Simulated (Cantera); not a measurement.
A perfectly stirred reactor is fed with CH4 : N2 = 1 : 15 (molar parts), at 1.01 bar; it is held at 1800 K, and followed from long to short residence time.

Computed with Cantera and GRI-Mech 3.0 (53 species, 325 reactions). GRI-Mech 3.0 stops at C3 and has no aromatics, soot or wall deposition, so with more carbon than oxygen in the feed, carbon stays in small species such as C2H2 where larger ones or solid carbon would form.

Task: What does this change do: CH4 1 to 0.12 parts?

Result: 
```csv
quantity,before,after
x(CH4) at τ = 1.30 s,0.00241,0.000313
x(H2) at τ = 1.30 s,0.0847,0.0113
x(C2H) at τ = 1.30 s,2.94e-7,1.06e-7
x(CH3) at τ = 1.30 s,5.78e-5,2.03e-5
x(H) at τ = 1.30 s,0.000101,3.68e-5
x(CH4) at τ = 20.0 ms,0.0181,0.00240
x(H2) at τ = 20.0 ms,0.0620,0.00801
x(C2H) at τ = 20.0 ms,2.06e-7,7.43e-8
x(CH3) at τ = 20.0 ms,0.000404,0.000143
x(H) at τ = 20.0 ms,7.15e-5,2.62e-5
```

Task: What does this change do: 1.4 parts H2O added?

Result: 
| quantity | before | after |
|---|---|---|
| x(CH4) at τ = 1.30 s | 0.00241 | 0.00320 |
| x(H2) at τ = 1.30 s | 0.0847 | 0.130 |
| x(C2H) at τ = 1.30 s | 2.94e-7 | 5.86e-8 |
| x(CH3) at τ = 1.30 s | 5.78e-5 | 6.36e-5 |
| x(H) at τ = 1.30 s | 0.000101 | 0.000128 |
| x(CH4) at τ = 20.0 ms | 0.0181 | 0.0163 |
| x(H2) at τ = 20.0 ms | 0.0620 | 0.0639 |
| x(C2H) at τ = 20.0 ms | 2.06e-7 | 1.78e-7 |
| x(CH3) at τ = 20.0 ms | 0.000404 | 0.000385 |
| x(H) at τ = 20.0 ms | 7.15e-5 | 7.74e-5 |
